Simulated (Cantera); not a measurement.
Input: 1 mol CH3SiH3, 0.0054 mol C3H8, 2.7 mol H2, 0.017 mol HCl, at 1850 °C and 0.00133 bar.

Method: chemical equilibrium by Gibbs-energy minimisation in Cantera with the NASA 1993 tables (ideal gas, pure condensed phases). Candidate condensed phases: C, C6H6, C7H8, C8H18, Si, SiC; 109 gas species. The feed counts by its element totals alone. The tables' values for SiCl are old estimates; treat these amounts as uncertain. Gases not in the tables: Si2H6 and higher silanes. Kinetics and transport are ignored.

Base state: H2 0.891, H 0.0927, Si 0.0107, HCl 0.00257, C2H2 (acetylene) 0.00148, SiC2 0.000761, Si2C 0.000478, Cl 0.000196 (mole fractions); condensed: C(graphite) + SiC(s).

Q: What changes in the equilibrium state with this change: HCl from 0.017 to 1.5 mol?

A: 
```
species             before    after
----------------  --------  -------
H2                   0.891    0.715
HCl                0.00257    0.166
H                   0.0927   0.0831
Cl                0.000196   0.0141
Si                  0.0107   0.0107
SiCl2              1.30e-6  0.00676
SiCl               1.81e-5  0.00131
SiH2               1.54e-5  1.23e-5
C(graphite), mol    0.0633    0.142
SiC(s), mol          0.923    0.840
```
